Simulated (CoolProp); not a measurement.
500 sccm (0 °C, 1 atm) of nitrogen bubbles through liquid 1,2-dichloroethane at 304 K and leaves saturated at a total pressure of 0.15 MPa (ideal gas phase). Each further row changes one setting.

Values from CoolProp's reference Helmholtz-energy equation of state, Thol 2015.

| case | vapour pressure (kPa) | mole fraction of vapour | delivery (mg/min) | delivery (sccm) | change of delivery for a bath 1 K warmer (%) |
|---|---|---|---|---|---|
| as stated | 13.8 | … | 224 | 50.7 | 5.1 |
| bath temperature 309 K | … | … | 287 | 65.1 | 5.1 |
| total pressure 0.3 MPa | 13.8 | 0.0460 | 107 | 24.1 | 4.9 |

Task: Complete the blanks.

Result: 
- as stated, mole fraction of vapour: 0.0921
- bath temperature 309 K, vapour pressure (kPa): 17.3
- bath temperature 309 K, mole fraction of vapour: 0.115
